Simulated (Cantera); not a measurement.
Standard-state values (1 bar) from the NASA 1993 polynomials, evaluated with Cantera. Values are per mole of reaction as written; species without (g) are pure solids or liquids, kept so even where they would boil at 1 bar.

2 SiH₂(g) + CH₄(g) ⇌ Si₂C(g) + 8 H(g)

```
T (K)    ΔH° (kJ)   ΔS° (J/K)    ΔG° (kJ)     log10 K
-----  ----------  ----------  ----------  ----------
1723       1930.1       665.2       783.9      -23.76
1773   (withheld)  (withheld)  (withheld)  (withheld)
1823   (withheld)  (withheld)  (withheld)  (withheld)
1873       1932.2       666.4       684.0      -19.08
1923       1932.9       666.8       650.7      -17.67
1973       1933.5       667.1       617.3      -16.34
2023       1934.1       667.4       584.0      -15.08
2073   (withheld)  (withheld)  (withheld)  (withheld)
2123       1935.1       667.9       517.2      -12.73
2173       1935.6       668.1       483.8      -11.63
```

### Question
Fill in the missing entries.

### Answer

- 1773, ΔH° (kJ): 1930.8
- 1773, ΔS° (J/K): 665.7
- 1773, ΔG° (kJ): 750.6
- 1773, log10 K: -22.11
- 1823, ΔH° (kJ): 1931.6
- 1823, ΔS° (J/K): 666.1
- 1823, ΔG° (kJ): 717.3
- 1823, log10 K: -20.55
- 2073, ΔH° (kJ): 1934.6
- 2073, ΔS° (J/K): 667.6
- 2073, ΔG° (kJ): 550.6
- 2073, log10 K: -13.87
